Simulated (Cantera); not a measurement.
A perfectly stirred reactor is fed with H2 : O2 : N2 = 0.42 : 1 : 16 (molar parts), equivalence ratio 0.21, at 97.5 Torr; it is held at 1398 K, and followed from long to short residence time.

Cantera simulation using the H2/O2 subset of GRI-Mech 3.0, which has no nitrogen chemistry; the numbers are that mechanism's predictions, not measurements.

Question: What does this change do: temperature 1398 to 948 K?

Answer: 
```csv
quantity,before,after
x(H2) at τ = 2.10 s,4.69e-5,0.000268
x(O2) at τ = 2.10 s,0.0458,0.0460
x(H2O) at τ = 2.10 s,0.0242,0.0241
x(H2O2) at τ = 2.10 s,2.18e-8,1.56e-7
x(HO2) at τ = 2.10 s,3.97e-7,2.19e-6
x(H2) at τ = 36.0 ms,0.000586,0.00233
x(O2) at τ = 36.0 ms,0.0451,0.0469
x(H2O) at τ = 36.0 ms,0.0227,0.0218
x(H2O2) at τ = 36.0 ms,8.74e-8,2.58e-7
x(HO2) at τ = 36.0 ms,1.33e-6,4.55e-6
```
Radical loss at walls, strong at low pressure, is not modelled. Below about 950 K walls govern HO2 and H2O2 in real vessels.

Question: What does this change do: temperature 1398 to 1300 K?

Answer: 
```tsv
quantity	before	after
x(H2) at τ = 2.10 s	4.69e-5	4.49e-5
x(O2) at τ = 2.10 s	0.0458	0.0458
x(H2O) at τ = 2.10 s	0.0242	0.0243
x(H2O2) at τ = 2.10 s	2.18e-8	3.84e-8
x(HO2) at τ = 2.10 s	3.97e-7	5.53e-7
x(H2) at τ = 36.0 ms	0.000586	0.000566
x(O2) at τ = 36.0 ms	0.0451	0.0454
x(H2O) at τ = 36.0 ms	0.0227	0.0230
x(H2O2) at τ = 36.0 ms	8.74e-8	1.35e-7
x(HO2) at τ = 36.0 ms	1.33e-6	1.68e-6
```
